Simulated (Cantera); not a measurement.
Hydrocarbon pyrolysis for carbon deposition

An isothermal, constant-pressure homogeneous reactor starts with 0.709 % CH4, 99.3 % N2, at 1900 K and 0.132 atm.

Detailed kinetics in Cantera: GRI-Mech 3.0 (53 species, 325 reactions). GRI-Mech 3.0 stops at C3 and has no aromatics, soot or wall deposition, so with more carbon than oxygen in the feed, carbon stays in small species such as C2H2 where larger ones or solid carbon would form.

| t (s) | x CH4 | x C2H | x C2H6 | x H | x C2H4 | x HCN |
|---|---|---|---|---|---|---|
| 0.000600 | 0.00693 | 3.64e-11 | 1.31e-7 | 3.84e-6 | 3.56e-6 | 1.68e-9 |
| 0.00221 | 0.00621 | 1.41e-8 | 1.51e-6 | 1.51e-5 | 0.000127 | 1.14e-7 |
| 0.00811 | 0.00251 | 2.90e-7 | 1.17e-6 | 7.45e-5 | 0.000218 | 6.85e-6 |
| 0.0298 | 0.000406 | 5.38e-7 | 5.37e-8 | 0.000124 | 8.24e-6 | 3.57e-5 |
| 0.110 | 4.26e-5 | 7.35e-7 | 1.02e-9 | 0.000170 | 2.08e-7 | 8.00e-5 |
| 0.403 | 2.10e-6 | 8.45e-7 | 3.22e-12 | 0.000195 | 5.89e-8 | 0.000108 |
| 1.48 | 1.39e-7 | 9.48e-7 | <1e-12 | 0.000219 | 5.83e-8 | 0.000111 |
| 5.44 | 4.70e-8 | 9.68e-7 | <1e-12 | 0.000224 | 5.82e-8 | 0.000111 |
| 20.0 | 3.45e-8 | 9.68e-7 | <1e-12 | 0.000224 | 5.82e-8 | 0.000112 |
x: mole fraction; the columns are a selection and need not sum to one.

Equilibrium at this temperature and pressure: CH4 4.30e-8, C2H 3.11e-8, C2H6 <1e-12, H 0.000224, C2H4 1.87e-9, HCN 0.00682 (gas phase only).
